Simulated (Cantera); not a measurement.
Input: 1 mol Ti, 2.9 mol CH₄, held at 0.00133 bar.

These are equilibrium values from Cantera (NASA tables, ideal gas, pure condensed phases), not measurements of a reactor. Candidate condensed phases: C, C₆H₆, C₇H₈, C₈H₁₈, Ti, TiC; 77 gas species. TiC: taken at fixed stoichiometry. Kinetics and transport are ignored.

Q: At 2100 K, list the 3 most abundant gas species with their mole fractions, and the condensed phases.

A: H₂ 0.917, H 0.0817, C₂H₂ (acetylene) 0.00132. Condensed: C(graphite) + TiC(s).
